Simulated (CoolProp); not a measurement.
Vapour-liquid equilibrium of p-xylene (1) + n-undecane (2) at 2.23 bar; x and y are mole fractions of (1).

The numbers come from the multi-fluid Helmholtz-energy mixture model, Zhou 2012 and Aleksandrov 2011; pair parameters Bell 2016 in CoolProp.

```csv
x,bubble temperature (K),y at the bubble point,dew temperature at overall composition x (K),liquid density (mol/L)
0.05,499.6,0.123,502.3,3.729
0.125,493.3,0.284,499.6,3.899
0.2,487.4,0.418,496.7,4.077
0.275,481.8,0.531,493.7,4.264
0.35,476.6,0.625,490.5,4.461
0.425,471.7,0.703,487.1,4.668
0.5,467.1,0.767,483.4,4.887
0.575,462.9,0.822,479.4,5.119
0.65,458.9,0.867,475.0,5.366
0.725,455.2,0.905,470.2,5.630
0.8,451.8,0.937,464.6,5.913
0.875,448.5,0.964,458.2,6.218
0.95,445.5,0.987,450.3,6.546
```

No azeotrope shows between x = 0.05 and 0.95.

Pair parameters are fitted to limited data, so mixtures are less certain than the pure fluids.
